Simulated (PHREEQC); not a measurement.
Make-up at 50 °C: 2.6 mmol/kgw NH4HF2, 3.7 mmol/kgw H2SiF6 and 3 mmol/kgw H3BO3. Closed to the air; pH follows from the charge balance.

Computed with PHREEQC (ion-association model, wateq4f.dat).

```json
[
 {"quantity": "pH", "before": "2.37", "after": "2.01"},
 {"quantity": "F- (mol/kgw)", "before": "0.000595", "after": "0.000372"},
 {"quantity": "HF2- (mol/kgw)", "before": "1.41e-5", "after": "1.22e-5"}
]
```

Which change was made?
A) H3BO3 left out
B) 0.0009 mol/kgw H2SO4 added
C) NH4HF2 replaced by NH4Cl at the same molality
D) H2SiF6 from 0.0037 to 0.0074 mol/kgw
E) H2SiF6 left out

D, H2SiF6 from 0.0037 to 0.0074 mol/kgw

No solid was allowed to form. Some of these states are supersaturated (in Quartz (slow to form), Chalcedony (slow to form), for instance). At this temperature some constants are extrapolated from 25 °C, and those without enthalpy data are left unchanged. SiF6-2 is the database's only silicon fluoride. Real BF4- forms and hydrolyses slowly; the run takes it at equilibrium.
